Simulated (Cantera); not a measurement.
A perfectly stirred reactor is fed with CH₄ : CO : O₂ : N₂ = 1 : 0.13 : 1.21 : 4.57 (molar parts), equivalence ratio 1.7, at 6.12 atm; it is adiabatic with a 523 K inlet, and is followed from long to short residence time, starting on the burning branch (τ in s: 0.2, 0.093, 0.043, 0.02, 0.0091, 0.0042, 0.0019, 0.00089, 0.00041, 0.00019, 8.8e-05, 4.1e-05).

Cantera simulation using GRI-Mech 3.0 (53 species, 325 reactions); the numbers are that mechanism's predictions, not measurements.

One state of this run: T (K) = 1845; x CH₄ = 0.0209; x CO = 0.0848; x O₂ = 0.0173; x NO = 4.67e-7; x CH₂ = 4.46e-6; x CO₂ = 0.0313; x H₂O₂ = 8.33e-7. x: mole fraction; the columns are a selection and need not sum to one.

Which value of τ (s) does it belong to?
(A) 0.00041
(B) 0.0091
(C) 4.1e-5
(D) 0.020

A, 0.00041
